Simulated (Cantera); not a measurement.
Cantera run, input and output.

```python
import numpy as np
import cantera as ct

gas = ct.Solution("gri30.yaml")
gas.TPX = 900, 67000, {'CH2O': 0.002, 'O2': 0.0026, 'N2': 1}
reactor = ct.IdealGasConstPressureReactor(gas, energy="off", clone=False)
net = ct.ReactorNet([reactor])
net.rtol, net.atol = 1e-08, 1e-18
show = ['CH2O', 'O2', 'H', 'C2H', 'NO2', 'O']
times = np.geomspace(3e-05, 2, 10)

steps = ct.SolutionArray(gas, extra=["t"])
rows = []
print(f"{'t/s':>10s}{'T/K':>9s}{'P/Pa':>11s}" + "".join(f"{s:>11s}" for s in show))
for t in times:
    while net.time < t:
        t_next = net.step()
        steps.append(gas.state, t=t_next)
    rows.append([np.interp(t, steps.t, y) for y in (steps.T, steps.P, *steps(*show).X.T)])
    print(f"{t:10.3e}{rows[-1][0]:9.1f}{rows[-1][1]:11.4g}" + "".join(f"{x:11.3e}" for x in rows[-1][2:]))
rate = np.gradient(steps.T, steps.t)
print("integrator steps:", len(steps.t))
if steps.T.max() > steps.T[0] + 200:
    print(f"time of steepest temperature rise: {steps.t[rate.argmax()]:.4e} s")
gas.TPX = 900, 67000, {'CH2O': 0.002, 'O2': 0.0026, 'N2': 1}
gas.equilibrate("TP")
print(f"equilibrium (TP): T = {gas.T:.1f} K  " + "  ".join(f"{s} {gas[s].X[0]:.3e}" for s in show))
```

It prints:

```
       t/s      T/K       P/Pa       CH2O         O2          H        C2H        NO2          O
 3.000e-05    900.0    6.7e+04  1.991e-03  2.588e-03  4.104e-12  1.186e-49  1.418e-36  1.485e-14
 1.031e-04    900.0    6.7e+04  1.991e-03  2.588e-03  5.309e-12  1.292e-48  3.242e-34  2.559e-14
 3.541e-04    900.0    6.7e+04  1.991e-03  2.588e-03  5.592e-12  5.842e-48  2.725e-32  2.710e-14
 1.216e-03    900.0    6.7e+04  1.991e-03  2.588e-03  6.500e-12  3.025e-47  1.749e-30  3.152e-14
 4.179e-03    900.0    6.7e+04  1.991e-03  2.588e-03  9.708e-12  3.917e-46  1.169e-28  4.711e-14
 1.436e-02    900.0    6.7e+04  1.991e-03  2.588e-03  2.216e-11  2.147e-44  1.289e-26  1.077e-13
 4.932e-02    900.0    6.7e+04  1.990e-03  2.588e-03  1.013e-10  1.818e-41  6.051e-24  4.952e-13
 1.695e-01    900.0    6.7e+04  1.964e-03  2.572e-03  2.329e-09  3.000e-35  1.571e-19  1.289e-11
 5.822e-01    900.0    6.7e+04  6.467e-04  2.030e-03  4.972e-08  2.818e-28  9.372e-16  9.180e-10
 2.000e+00    900.0    6.7e+04  4.483e-12  1.572e-03  1.140e-07  3.561e-29  3.670e-12  7.354e-08
integrator steps: 1193
equilibrium (TP): T = 900.0 K  CH2O 1.766e-32  O2 5.970e-04  H 8.138e-17  C2H 2.068e-77  NO2 2.824e-09  O 1.618e-13
```

Detailed kinetics in Cantera: GRI-Mech 3.0 (53 species, 325 reactions). Below about 1000 K GRI-Mech 3.0 lacks low-temperature oxidation paths.
